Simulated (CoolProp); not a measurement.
Properties of n-perfluoropentane along the isobar 0.101 MPa (Tc = 147.9 °C, pc = 2.063 MPa, ω = 0.436).

Values from CoolProp's reference Helmholtz-energy equation of state, Gao 2022.

| T (°C) | phase | Z | speed of sound (m/s) |
|---|---|---|---|
| 73.65 | gas | 0.9661 | 98.52 |
| 81.85 | gas | (withheld) | 99.92 |
| 89.95 | gas | 0.9712 | 101.3 |
| 98.05 | gas | 0.9734 | (withheld) |
| 106.25 | gas | 0.9755 | (withheld) |
| 114.35 | gas | 0.9773 | 105.2 |
| 122.55 | gas | 0.9789 | 106.4 |
| 130.65 | gas | 0.9804 | 107.6 |
| 138.75 | gas | 0.9818 | 108.8 |
| 146.95 | gas | 0.9830 | 110.0 |
| 155.05 | gas | 0.9842 | (withheld) |
| 163.25 | gas | 0.9853 | 112.4 |
| 171.35 | gas | 0.9862 | (withheld) |
| 179.45 | gas | 0.9871 | 114.6 |
| 187.65 | gas | 0.9880 | 115.7 |

Task: Fill in the missing entries.

Result: 
- 81.85, Z: 0.9688
- 98.05, speed of sound (m/s): 102.6
- 106.25, speed of sound (m/s): 103.9
- 155.05, speed of sound (m/s): 111.2
- 171.35, speed of sound (m/s): 113.5
